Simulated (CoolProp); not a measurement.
Values from CoolProp's reference Helmholtz-energy equation of state, Lemmon 2005.

Problem. Give the vapour pressure (MPa), liquid density (kg/m³), vapour Z, surface tension (mN/m) of saturated R125 at 249.5 K.

Solution. 
```
T (K)  p (MPa)  liquid density (kg/m³)  vapour Z  surface tension (mN/m)
-----  -------  ----------------------  --------  ----------------------
249.5    0.294                    1420     0.911                    10.1
```

Surface tension comes from a separate correlation (Mulero 2012).
